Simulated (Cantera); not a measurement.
Input: 1 mol SiCl4, 0.0053 mol Cl2, 180 mol H2, held at 140 Pa.

Equilibrium computed with Cantera from the NASA thermochemical tables; the gas is ideal and each condensed phase is pure. Candidate condensed phases: Si; 19 gas species. The tables' values for SiCl are old estimates; treat these amounts as uncertain. Rates play no part. All values below are at 1575 K.

Base state: H2 0.978, HCl 0.0194, SiCl2 0.00130, H 0.00110, Si 4.10e-5, Cl 1.73e-5, SiCl 1.19e-5 (mole fractions); condensed: Si(s).

Q: What changes in the equilibrium state with this change: pressure from 140 Pa to 13000 Pa?

A: 
```tsv
species	before	after
H2	0.978	0.979
HCl	0.0194	0.0194
SiCl2	0.00130	0.00130
H	0.00110	0.000114
Si	4.10e-5	4.42e-7
SiCl	1.19e-5	1.24e-6
Cl	1.73e-5	1.79e-6
Si(s), mol	0.752	0.758
```
The tables' values for SiCl3 are old estimates; treat these amounts as uncertain.
